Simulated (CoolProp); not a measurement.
Saturated liquid density (kg/m³) of CF4 (R14): the reference equation beside estimates from Tc = -45.8 °C, pc = 37.62 bar, ω = 0.178. Rackett uses Z = 0.29056 − 0.08775 ω.

Model: reference Helmholtz-energy equation of state, Platzer 1990, in CoolProp. This equation is an older, rougher fit; its heat capacities, sound speeds and derivatives of the liquid may be far off and weren't checked against measurements.

```tsv
T (°C)	reference	Rackett	van der Waals	Redlich-Kwong	Peng-Robinson
-121.45	1567	1636	1027	1498	…
-115.45	1534	1600	1005	1459	1694
-109.45	1499	1563	981.9	1418	…
-103.45	1463	…	…	1374	1603
-97.55	1426	1485	…	1328	1553
-91.55	1386	1442	904.1	1278	1498
-85.55	1343	1396	874.4	1225	1437
-79.55	…	1347	842.2	1167	1370
-73.55	1247	1294	…	1103	1295
-67.65	1191	1235	768.1	…	1212
```

Q: Fill in the missing entries.

A: 
- -121.45, Peng-Robinson: 1735
- -109.45, Peng-Robinson: 1651
- -103.45, Rackett: 1525
- -103.45, van der Waals: 957.4
- -97.55, van der Waals: 931.8
- -79.55, reference: 1297
- -73.55, van der Waals: 806.9
- -67.65, Redlich-Kwong: 1034

Absolute difference from the reference over all 10 rows, mean and median: Rackett 4.1 and 4.1 %, van der Waals 34.8 and 34.7 %, Redlich-Kwong 7.9 and 7.3 %, Peng-Robinson 7.6 and 8.5 %.
